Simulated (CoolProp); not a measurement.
Vapour-liquid equilibrium of dimethyl ether (1) + methanol (2) at 0.034 MPa; x and y are mole fractions of (1).

Values from CoolProp's multi-fluid Helmholtz-energy mixture model, Wu 2011 and de Reuck 1993; pair parameters Bell 2016.

```json
[
 {"x": "0.05", "bubble temperature (K)": "272.9", "y at the bubble point": "0.887", "dew temperature at overall composition x (K)": "311.1", "liquid density (mol/L)": "24.62"},
 {"x": "0.15", "bubble temperature (K)": "248.6", "y at the bubble point": "0.981", "dew temperature at overall composition x (K)": "308.8", "liquid density (mol/L)": "24.07"},
 {"x": "0.25", "bubble temperature (K)": "240.1", "y at the bubble point": "0.990", "dew temperature at overall composition x (K)": "306.2", "liquid density (mol/L)": "23.14"},
 {"x": "0.35", "bubble temperature (K)": "235.9", "y at the bubble point": "0.993", "dew temperature at overall composition x (K)": "303.4", "liquid density (mol/L)": "22.16"},
 {"x": "0.45", "bubble temperature (K)": "233.5", "y at the bubble point": "0.995", "dew temperature at overall composition x (K)": "300.1", "liquid density (mol/L)": "21.19"},
 {"x": "0.55", "bubble temperature (K)": "231.9", "y at the bubble point": "0.995", "dew temperature at overall composition x (K)": "296.3", "liquid density (mol/L)": "20.25"},
 {"x": "0.65", "bubble temperature (K)": "230.7", "y at the bubble point": "0.996", "dew temperature at overall composition x (K)": "291.7", "liquid density (mol/L)": "19.36"},
 {"x": "0.75", "bubble temperature (K)": "229.6", "y at the bubble point": "0.997", "dew temperature at overall composition x (K)": "285.8", "liquid density (mol/L)": "18.51"},
 {"x": "0.85", "bubble temperature (K)": "228.3", "y at the bubble point": "0.997", "dew temperature at overall composition x (K)": "277.3", "liquid density (mol/L)": "17.72"},
 {"x": "0.95", "bubble temperature (K)": "226.8", "y at the bubble point": "0.999", "dew temperature at overall composition x (K)": "260.9", "liquid density (mol/L)": "16.97"}
]
```

No azeotrope shows between x = 0.05 and 0.95.

The pair parameters rest on a limited set of measurements; away from them the model extrapolates. With so large a gap from Raoult's law the liquid may split in two, which this calculation doesn't test in full.
